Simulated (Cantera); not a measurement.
Input (Python, Cantera) and output of one run.

```python
import numpy as np
import cantera as ct

gas_names = """
    B BF BF2 BF3 BH BHF2 BH2 BH3 BN B2 F F2 H HF H2 H2F2 H3F3 H4F4 H5F5 H6F6 H7F7 N NF NF2 NF3 NH NH2
    NH3 N2 N2H2 N2H4
""".split()
cond_names = """
    B(b) B(L) BN(s)
""".split()


# ... load() reads the species with a 1 bar reference pressure and builds the phases ...
atoms = {
    'BF3': {'B': 1, 'F': 3},
    'NH3': {'N': 1, 'H': 3},
    'H2': {'H': 2},
}
top_T = {'BN(s)': 3200}  # K; cautious upper limits of use, not melting points


# ... equilibrate(T, P, feed) seeds the gas with the atoms and calls Mixture.equilibrate('TP', solver="vcs", rtol=1e-11, max_steps=5000) ...
results = []
P = 10000  # Pa
for T in [1375, 1450, 1525, 1600, 1675, 1750, 1825, 1900, 1975, 2050, 2125, 2200, 2275]:
    for m in [0.16, 0.22, 0.29, 0.39, 0.52, 0.69, 0.93, 1.2, 1.7, 2.2, 3]:
        feed = {'BF3': 1, 'NH3': m, 'H2': 120}  # mol
        mix = equilibrate(T, P, feed)
        results.append((T, P, feed, dict(zip(mix.species_names, mix.species_moles))))

for T, P, feed, n in results:
    print(f"{T:7g} {feed['NH3']:10.4g}  " + (" + ".join(c for c in cond_names if n.get(c, 0) > 1e-12) or "gas only"))
```

Result:

```
   1375       0.16  BN(s)
   1375       0.22  BN(s)
   1375       0.29  BN(s)
   1375       0.39  BN(s)
   1375       0.52  BN(s)
   1375       0.69  BN(s)
   1375       0.93  BN(s)
   1375        1.2  BN(s)
   1375        1.7  BN(s)
   1375        2.2  BN(s)
   1375          3  BN(s)
   1450       0.16  BN(s)
   1450       0.22  BN(s)
   1450       0.29  BN(s)
   1450       0.39  BN(s)
   1450       0.52  BN(s)
   1450       0.69  BN(s)
   1450       0.93  BN(s)
   1450        1.2  BN(s)
   1450        1.7  BN(s)
   1450        2.2  BN(s)
   1450          3  BN(s)
   1525       0.16  BN(s)
   1525       0.22  BN(s)
   1525       0.29  BN(s)
   1525       0.39  BN(s)
   1525       0.52  BN(s)
   1525       0.69  BN(s)
   1525       0.93  BN(s)
   1525        1.2  BN(s)
   1525        1.7  BN(s)
   1525        2.2  BN(s)
   1525          3  BN(s)
   1600       0.16  BN(s)
   1600       0.22  BN(s)
   1600       0.29  BN(s)
   1600       0.39  BN(s)
   1600       0.52  BN(s)
   1600       0.69  BN(s)
   1600       0.93  BN(s)
   1600        1.2  BN(s)
   1600        1.7  BN(s)
   1600        2.2  BN(s)
   1600          3  BN(s)
   1675       0.16  BN(s)
   1675       0.22  BN(s)
   1675       0.29  BN(s)
   1675       0.39  BN(s)
   1675       0.52  BN(s)
   1675       0.69  BN(s)
   1675       0.93  BN(s)
   1675        1.2  BN(s)
   1675        1.7  BN(s)
   1675        2.2  BN(s)
   1675          3  BN(s)
   1750       0.16  gas only
   1750       0.22  gas only
   1750       0.29  BN(s)
   1750       0.39  BN(s)
   1750       0.52  BN(s)
   1750       0.69  BN(s)
   1750       0.93  BN(s)
   1750        1.2  BN(s)
   1750        1.7  BN(s)
   1750        2.2  BN(s)
   1750          3  BN(s)
   1825       0.16  gas only
   1825       0.22  gas only
   1825       0.29  gas only
   1825       0.39  gas only
   1825       0.52  gas only
   1825       0.69  gas only
   1825       0.93  gas only
   1825        1.2  gas only
   1825        1.7  BN(s)
   1825        2.2  BN(s)
   1825          3  BN(s)
   1900       0.16  gas only
   1900       0.22  gas only
   1900       0.29  gas only
   1900       0.39  gas only
   1900       0.52  gas only
   1900       0.69  gas only
   1900       0.93  gas only
   1900        1.2  gas only
   1900        1.7  gas only
   1900        2.2  gas only
   1900          3  gas only
   1975       0.16  gas only
   1975       0.22  gas only
   1975       0.29  gas only
   1975       0.39  gas only
   1975       0.52  gas only
   1975       0.69  gas only
   1975       0.93  gas only
   1975        1.2  gas only
   1975        1.7  gas only
   1975        2.2  gas only
   1975          3  gas only
   2050       0.16  gas only
   2050       0.22  gas only
   2050       0.29  gas only
   2050       0.39  gas only
   2050       0.52  gas only
   2050       0.69  gas only
   2050       0.93  gas only
   2050        1.2  gas only
   2050        1.7  gas only
   2050        2.2  gas only
   2050          3  gas only
   2125       0.16  gas only
   2125       0.22  gas only
   2125       0.29  gas only
   2125       0.39  gas only
   2125       0.52  gas only
   2125       0.69  gas only
   2125       0.93  gas only
   2125        1.2  gas only
   2125        1.7  gas only
   2125        2.2  gas only
   2125          3  gas only
   2200       0.16  gas only
   2200       0.22  gas only
   2200       0.29  gas only
   2200       0.39  gas only
   2200       0.52  gas only
   2200       0.69  gas only
   2200       0.93  gas only
   2200        1.2  gas only
   2200        1.7  gas only
   2200        2.2  gas only
   2200          3  gas only
   2275       0.16  gas only
   2275       0.22  gas only
   2275       0.29  gas only
   2275       0.39  gas only
   2275       0.52  gas only
   2275       0.69  gas only
   2275       0.93  gas only
   2275        1.2  gas only
   2275        1.7  gas only
   2275        2.2  gas only
   2275          3  gas only
```

Method: chemical equilibrium by Gibbs-energy minimisation in Cantera with the NASA 1993 tables (ideal gas, pure condensed phases). The tables' values for BF2 are old estimates.
